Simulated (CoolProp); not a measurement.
Properties of n-octane along the isobar 14.8 MPa (Tc = 295.6 °C, pc = 2.484 MPa, ω = 0.398).

The numbers come from the reference Helmholtz-energy equation of state, Beckmüller 2019 in CoolProp.

| T (°C) | phase | speed of sound (m/s) | expansivity (1/kK) | viscosity (µPa s) |
|---|---|---|---|---|
| 195.65 | liquid | 734.6 | 1.421 | 153 |
| 206.45 | liquid | 707.2 | 1.461 | 143 |
| 217.25 | liquid | 680.6 | 1.504 | 135 |
| 228.05 | liquid | 654.8 | 1.549 | 126 |
| 238.85 | liquid | 629.7 | 1.597 | 119 |
| 249.65 | liquid | 605.4 | 1.647 | 112 |
| 260.45 | liquid | 581.9 | 1.699 | 105 |
| 271.25 | liquid | 559.2 | 1.753 | 98.5 |
| 282.05 | liquid | 537.4 | 1.810 | 92.7 |
| 292.85 | liquid | 516.6 | 1.868 | 87.2 |
| 303.65 | supercritical | 496.6 | 1.927 | 82.0 |
| 314.45 | supercritical | 477.7 | 1.986 | 77.2 |
| 325.25 | supercritical | 459.8 | 2.045 | 72.7 |
| 336.05 | supercritical | 442.9 | 2.104 | 68.5 |
| 346.85 | supercritical | 427.1 | 2.160 | 64.5 |

Viscosity comes from a separate model (Huber 2004).
